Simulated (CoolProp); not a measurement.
Vapour-liquid equilibrium of R22 (1) + C3F8 (R218) (2) at 213.9 K; x and y are mole fractions of (1).

The numbers come from the multi-fluid Helmholtz-energy mixture model, Kamei 1995 and Lemmon 2006; pair parameters Bell 2016 in CoolProp.

```
x      bubble pressure, mixture model (MPa)  bubble pressure, Raoult's law (MPa)  y, mixture model  y, Raoult's law
-----  ------------------------------------  -----------------------------------  ----------------  ---------------
0.05                                0.03803                              0.03262             0.188            0.060
0.125                               0.04465                              0.03313             0.352            0.148
0.2                                 0.04917                              0.03365             0.446            0.233
0.275                               0.05204                              0.03416             0.503            0.315
0.35                                0.05371                              0.03468             0.539            0.395
0.425                               0.05459                              0.03519             0.563            0.473
0.5                                 0.05498                              0.03571             0.578            0.548
0.575                               0.05510                              0.03622             0.589            0.621
0.65                                0.05505                              0.03674             0.599            0.693
0.725                               0.05477                              0.03725             0.614            0.762
0.8                                 0.05393                              0.03777             0.639            0.829
0.875                               0.05169                              0.03828             0.691            0.895
0.95                                0.04626                              0.03880             0.811            0.958
```

The largest gap from Raoult's law is +55.1 % in bubble pressure, at x = 0.425. y crosses x between x = 0.575 and 0.65: the model has an azeotrope there.

The pair parameters rest on a limited set of measurements; away from them the model extrapolates. With so large a gap from Raoult's law the liquid may split in two, which this calculation doesn't test in full.
